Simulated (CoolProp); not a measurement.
Computed with CoolProp (reference Helmholtz-energy equation of state, Akasaka 2023).

**Question.** Give the vapour pressure (MPa), liquid density (kg/m³), vapour density (kg/m³), liquid cp (kJ/(kg K)) of saturated R1336mzz(E) at -25.55, -0.45 °C.

**Answer.** 
```csv
T (°C),p (MPa),liquid density (kg/m³),vapour density (kg/m³),liquid cp (kJ/(kg K))
-25.55,0.0207,1460,1.68,1.19
-0.45,0.0714,1400,5.37,1.21
```
